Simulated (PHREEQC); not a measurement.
**Spent oxide etchant: an equilibrium model**

Consider water at 25 °C with 61 mmol/kgw HF, 64 mmol/kgw H2SiF6 and 0.17 mmol/kgw H3BO3. Closed to the air; pH follows from the charge balance.

Computed with PHREEQC (ion-association model, phreeqc.dat).

Precipitation was switched off in this run.

**Question.** Predict the pH.

**Answer.** pH 0.99.

**Question.** In which forms is F present?

**Answer.** SiF6-2 86 %, HF 13 % of the F.

Species that the database lacks are ignored. SiF6-2 is the database's only silicon fluoride. Real BF4- forms and hydrolyses slowly; the run takes it at equilibrium.
